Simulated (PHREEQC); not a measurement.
TMAH is added in steps, without added water, to 1 kg of water holding 6 mmol/kgw NH4Cl, 0.063 mmol/kgw Na2CO3 and 2.3 mmol/kgw NaCl, at 25 °C. Oxygen is held at 0.21 atm. No CO2 enters from the air. No solid was allowed to form.

Base run: PHREEQC, ion-association model, phreeqc.dat. Each further column changes one thing. The table gives CO3-2 (mol/kgw).

```
TMAH added (mol)     base  metal-ligand complexes left out  Debye-Hückel limiting law  all activity coefficients set to 1  Davies equation for every ion
----------------  -------  -------------------------------  -------------------------  ----------------------------------  -----------------------------
0                 7.93e-8                          7.94e-8                    8.30e-8                             6.01e-8                        8.01e-8
0.00063           9.59e-7                          9.61e-7                    1.00e-6                             7.30e-7                        9.68e-7
0.001417          2.36e-6                          2.36e-6                    2.46e-6                             1.80e-6                        2.38e-6
0.002047          3.80e-6                          3.81e-6                    3.96e-6                             2.92e-6                        3.83e-6
0.002835          6.23e-6                          6.26e-6                    6.49e-6                             4.84e-6                        6.28e-6
0.003465          8.97e-6                          9.02e-6                    9.32e-6                             7.05e-6                        9.04e-6
0.004253          1.41e-5                          1.42e-5                    1.46e-5                             1.13e-5                        1.42e-5
0.004882          2.08e-5                          2.10e-5                    2.14e-5                             1.72e-5                        2.09e-5
0.00567           3.44e-5                          3.50e-5                    3.51e-5                             3.05e-5                        3.46e-5
0.0063            4.63e-5                          4.74e-5                    4.68e-5                             4.34e-5                        4.65e-5
```

(CH3)4N+ isn't in the database: it is added as a free cation with an ion size of 4 Å.
